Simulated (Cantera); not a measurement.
Input: 1 mol TiO₂, 1 mol C, 0.12 mol H₂, equilibrated at 1.00 bar.

Method: chemical equilibrium by Gibbs-energy minimisation in Cantera with the NASA 1993 tables (ideal gas, pure condensed phases). Candidate condensed phases: C, C₆H₆, C₇H₈, C₈H₁₈, H₂O, Ti, TiC, TiO, TiO₂, Ti₂O₃, Ti₃O₅, Ti₄O₇; 113 gas species. Mutual solubility and eutectic melting of coexisting phases are not modelled. TiC: taken at fixed stoichiometry. Kinetics and transport are ignored. All values below are at 2125 K.

Base state: CO 0.869, H₂ 0.130, H 0.00131, CO₂ 0.000188, H₂O 0.000141 (mole fractions); condensed: TiC(s) + Ti₂O₃(l).

Question: What changes in the equilibrium state with this change: pressure from 1.00 bar to 0.440 bar?

Answer: 
```json
[
 {"species": "CO", "before": "0.869", "after": "0.869"},
 {"species": "H₂", "before": "0.130", "after": "0.129"},
 {"species": "H", "before": "0.00131", "after": "0.00197"},
 {"species": "H₂O", "before": "0.000141", "after": "0.000101"},
 {"species": "CO₂", "before": "0.000188", "after": "0.000136"},
 {"species": "TiC(s), mol", "before": "0.200", "after": "0.200"},
 {"species": "Ti₂O₃(l), mol", "before": "0.400", "after": "0.400"}
]
```
